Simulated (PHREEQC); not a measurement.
# Nickel, zinc or cadmium bath

Make-up at 20 °C: 0.19 mol ZnCl2 and 0.00024 mol NaCl per kg of water. Closed to the air; pH follows from the charge balance.

The numbers come from PHREEQC with the ion-association model, wateq4f.dat.

```json
{
 "pH": "4.83",
 "ionic_strength": "0.497 mol/kgw",
 "activity_of_water": "0.991"
}
```

```tsv
species	molality	activity	log γ
Cl-	0.338	0.218	-0.190
Zn+2	0.156	0.0394	-0.598
ZnCl+	0.0284	0.0185	-0.185
ZnCl2	0.00370	0.00415	0.050
ZnCl3-	0.00151	0.000986	-0.185
ZnCl4-2	0.000476	0.000104	-0.662
Na+	0.000240	0.000171	-0.148
H+	1.95e-5	1.49e-5	-0.116
ZnOHCl	1.68e-5	1.89e-5	0.050
ZnOH+	2.65e-6	1.95e-6	-0.134
Zn(OH)2	1.95e-9	2.18e-9	0.050
```

Precipitation was switched off in this run.
